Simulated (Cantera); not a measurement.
PbS + H₂ + N₂ (hydrogen reduction and annealing atmospheres)

Feed: 1 mol PbS, 0.4 mol H₂, a varied amount of N₂, held at 2.03 Torr.

Equilibrium computed with Cantera from the NASA thermochemical tables; the gas is ideal and each condensed phase is pure. Candidate condensed phases: Pb, PbS, S; 18 gas species. The numbers say what is thermodynamically allowed, not how fast it happens.

Stable condensed phases:

```
T in °C \ n(N₂) in mol
         4.9  12  19  25  32  39  46  53  59  66  73  80  87
   1902    A   A   A   A   A   A   A   A   A   A   A   A   A
   1802    A   A   A   A   A   A   A   A   A   A   A   A   A
   1702    A   A   A   A   A   A   A   A   A   A   A   A   A
   1602    A   A   A   A   A   A   A   A   A   A   A   A   A
   1502    A   A   A   A   A   A   A   A   A   A   A   A   A
   1402    A   A   A   A   A   A   A   A   A   A   A   A   A
   1302    A   A   A   A   A   A   A   A   A   A   A   A   A
   1202    A   A   A   A   A   A   A   A   A   A   A   A   A
   1102    A   A   A   A   A   A   A   A   A   A   A   A   A
   1002    A   A   A   A   A   A   A   A   A   A   A   A   A
    902    A   A   A   A   A   A   A   A   A   A   A   A   A
    802    A   A   A   A   A   A   A   A   A   A   A   A   A
    702    B   B   B   B   B   B   B   B   A   A   A   A   A
    602    C   B   B   B   B   B   B   B   B   B   B   B   B
```

A: gas only; B: PbS; C: Pb + PbS.
